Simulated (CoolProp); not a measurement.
Saturation properties of neopentane (Tc = 433.7 K, pc = 31.96 bar, ω = 0.196).

Values from CoolProp's reference Helmholtz-energy equation of state, Lemmon 2006. It is a short technical equation, of lower accuracy than the large ones.

```csv
T (K),p (bar),liquid density (kg/m³),vapour density (kg/m³)
302.7,1.978,579.3,6.105
314.4,2.797,565.8,8.488
326.1,3.847,551.7,11.54
337.8,5.165,536.8,15.42
349.5,6.792,520.8,20.29
361.2,8.766,503.6,26.42
372.9,11.13,484.9,34.15
384.6,13.94,464.0,44.02
```

It boils at 282.7 K under 1 atm.
